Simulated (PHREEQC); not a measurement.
Make-up at 25 °C: 30 mmol/kgw HCl, 69 mmol/kgw FeSO4 and 0.88 mmol/kgw Fe2(SO4)3. Closed to the air; pH follows from the charge balance.

The numbers come from PHREEQC with the ion-association model, phreeqc.dat.

| quantity | before | after |
|---|---|---|
| pH | 1.95 | 1.60 |
| ionic strength (mol/kgw) | 0.178 | 0.0351 |
| SO4-2 (mol/kgw) | 0.0306 | 0.000719 |
| HSO4- (mol/kgw) | 0.0136 | 0.00106 |
| FeSO4+ (mol/kgw) | 0.00130 | 0.000760 |
| Fe(SO4)2- (mol/kgw) | 0.000263 | 6.11e-6 |
| SI of Goethite (FeOOH) | +1.82 | +2.00 |
| SI of Hematite (Fe2O3) | +5.66 | +6.02 |

Question: Which change was made?
A. temperature from 25 to 65 °C
B. temperature from 25 to 75 °C
C. diluted 10-fold with water
D. HCl from 0.03 to 0.027 mol/kgw
E. FeSO4 left out

Answer: E, FeSO4 left out

No solid was allowed to form. Some of these states are supersaturated (in Hematite (slow to form), Goethite (slow to form), for instance).
